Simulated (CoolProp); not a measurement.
Carbonyl sulfide along the isobar 7.2 MPa: density (kg/m³) from the reference equation and from simpler models built on Tc = 378.8 K, pc = 6.369 MPa, ω = 0.098; each cubic takes its own stable root.

Values from CoolProp's reference Helmholtz-energy equation of state, Lemmon 2006. It is a short technical equation, of lower accuracy than the large ones.

| T (K) | phase | reference |
|---|---|---|
| 290.8 | liquid | 1032 |
| 309.2 | liquid | 982.5 |
| 327.5 | liquid | 926.4 |
| 345.8 | liquid | 859.6 |
| 364.2 | liquid | 770.8 |
| 382.5 | supercritical | 590.2 |
| 400.9 | supercritical | 237.4 |
| 419.2 | supercritical | 190.4 |
| 437.5 | supercritical | 165.8 |
| 455.9 | supercritical | 149.3 |
| 474.2 | supercritical | 137.0 |
| 492.6 | supercritical | 127.3 |

Problem. How far does each simpler model (van der Waals, Redlich-Kwong, Soave-Redlich-Kwong, Peng-Robinson) lie from the reference over these 12 states: mean and median of the absolute difference, and the worst?

Solution. 
- van der Waals: mean 17.2 %, median 14.8 %, worst -34.0 % at 290.8 K and 7.2 MPa
- Redlich-Kwong: mean 6.0 %, median 4.0 %, worst -17.2 % at 382.5 K and 7.2 MPa
- Soave-Redlich-Kwong: mean 6.0 %, median 4.4 %, worst -18.1 % at 382.5 K and 7.2 MPa
- Peng-Robinson: mean 3.7 %, median 2.9 %, worst -10.5 % at 382.5 K and 7.2 MPa
